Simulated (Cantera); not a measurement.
A jet of CH₄ : O₂ : N₂ = 0.022 : 0.07 : 0.79 (molar parts), equivalence ratio 0.63 at 300 K and 17000 Pa hits a platinum plate 2.2 cm away at a mass flux of 0.13 kg/m²/s; the plate temperature is set and raised in steps from an oxygen-covered start.

Computed with Cantera and Deutschmann's 1995 Pt surface mechanism with GRI-Mech 3.0 gas chemistry. Catalytic surfaces can have several steady states; this one follows from the mechanism file's or the stated starting coverage.

x: mole fraction at the wall; θ: surface coverage.

```json
[
 {"plate T (K)": "950", "wall x CH₄": "0.0137", "wall x O₂": "0.0554", "wall x H₂O": "0.0210", "wall x OH": "5.81e-8", "wall x CO": "7.22e-6", "wall x CO₂": "0.0138", "θ free Pt": "0.270", "θ O*": "0.728", "θ OH*": "0.00144"},
 {"plate T (K)": "1000", "wall x CH₄": "0.0103", "wall x O₂": "0.0484", "wall x H₂O": "0.0271", "wall x OH": "1.61e-7", "wall x CO": "7.50e-6", "wall x CO₂": "0.0178", "θ free Pt": "0.346", "θ O*": "0.653", "θ OH*": "0.00146"},
 {"plate T (K)": "1050", "wall x CH₄": "0.00792", "wall x O₂": "0.0433", "wall x H₂O": "0.0315", "wall x OH": "3.92e-7", "wall x CO": "7.74e-6", "wall x CO₂": "0.0208", "θ free Pt": "0.420", "θ O*": "0.578", "θ OH*": "0.00138"},
 {"plate T (K)": "1100", "wall x CH₄": "0.00622", "wall x O₂": "0.0397", "wall x H₂O": "0.0346", "wall x OH": "8.57e-7", "wall x CO": "8.10e-6", "wall x CO₂": "0.0228", "θ free Pt": "0.492", "θ O*": "0.507", "θ OH*": "…"},
 {"plate T (K)": "1150", "wall x CH₄": "0.00505", "wall x O₂": "0.0373", "wall x H₂O": "0.0366", "wall x OH": "1.72e-6", "wall x CO": "8.69e-6", "wall x CO₂": "0.0242", "θ free Pt": "0.560", "θ O*": "0.439", "θ OH*": "…"},
 {"plate T (K)": "1200", "wall x CH₄": "0.00423", "wall x O₂": "0.0356", "wall x H₂O": "0.0381", "wall x OH": "3.22e-6", "wall x CO": "9.57e-6", "wall x CO₂": "0.0251", "θ free Pt": "0.622", "θ O*": "0.377", "θ OH*": "…"}
]
```

**Question.** Complete the blanks.

**Answer.** 
- 1100, θ OH*: 0.00126
- 1150, θ OH*: 0.00112
- 1200, θ OH*: 0.000977
